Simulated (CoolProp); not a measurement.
Toluene along the isotherm 346.85 °C: fugacity coefficient from the reference equation and from simpler models built on Tc = 318.6 °C, pc = 41.26 bar, ω = 0.266; each cubic takes its own stable root.

The numbers come from the reference Helmholtz-energy equation of state, Lemmon 2006 in CoolProp. It is a short technical equation, of lower accuracy than the large ones.

| p (bar) | phase | reference |
|---|---|---|
| 12.9 | gas | 0.9037 |
| 25.8 | gas | 0.8113 |
| 38.7 | gas | 0.7216 |
| 51.6 | supercritical | 0.6323 |
| 64.5 | supercritical | 0.5448 |
| 77.4 | supercritical | 0.4795 |
| 90.3 | supercritical | 0.4321 |
| 103 | supercritical | 0.3970 |

How far does each simpler model (Soave-Redlich-Kwong, Peng-Robinson) lie from the reference over these 8 states: mean and median of the absolute difference, and the worst?


- Soave-Redlich-Kwong: mean 4.5 %, median 4.2 %, worst +8.5 % at 346.85 °C and 103 bar
- Peng-Robinson: mean 0.9 %, median 0.6 %, worst +2.0 % at 346.85 °C and 103 bar
